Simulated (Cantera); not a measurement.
# Thermodynamics of metals in furnace atmospheres, feed Pb + CO + N₂

Input: 1 mol Pb, a varied amount of CO, 3.3 mol N₂, equilibrated at 1148.15 K and 1330 Pa.

Equilibrium computed with Cantera from the NASA thermochemical tables; the gas is ideal and each condensed phase is pure. Candidate condensed phases: C, Pb, PbO, PbO₂, Pb₃O₄; 27 gas species. Rates play no part.

From 0.3 mol CO to 0.51 mol CO the condensed part is Pb(l). From 0.87 mol CO to 21 mol CO the condensed part is C(graphite) + Pb(l). The main Pb-bearing gas is Pb throughout. The share of Pb in condensed phases is highest at 0.3 mol CO (92.3 %) and lowest at 21 mol CO (47.7 %).

| n(CO) (mol) | log p N₂ | log p CO | log p Pb | log p CO₂ | n Pb(l) | n C(graphite) |
|---|---|---|---|---|---|---|
| 0.3 | -1.92 | -2.96 | -3.55 | -7.32 | 0.923 | 0 |
| 0.51 | -1.95 | -2.76 | -3.55 | -6.91 | 0.918 | 0 |
| 0.87 | -1.99 | -2.57 | -3.55 | -6.52 | 0.910 | 9.61e-5 |
| 1.5 | -2.05 | -2.39 | -3.55 | -6.17 | 0.897 | 0.000248 |
| 2.5 | -2.13 | -2.25 | -3.55 | -5.89 | 0.875 | 0.000570 |
| 4.3 | -2.25 | -2.13 | -3.55 | -5.66 | 0.836 | 0.00129 |
| 7.3 | -2.39 | -2.05 | -3.55 | -5.48 | 0.772 | 0.00266 |
| 12 | -2.55 | -1.99 | -3.55 | -5.37 | 0.671 | 0.00498 |
| 21 | -2.75 | -1.95 | -3.55 | -5.29 | 0.477 | 0.00960 |
log p: log10 of the partial pressure in bar; n: condensed amount in mol.
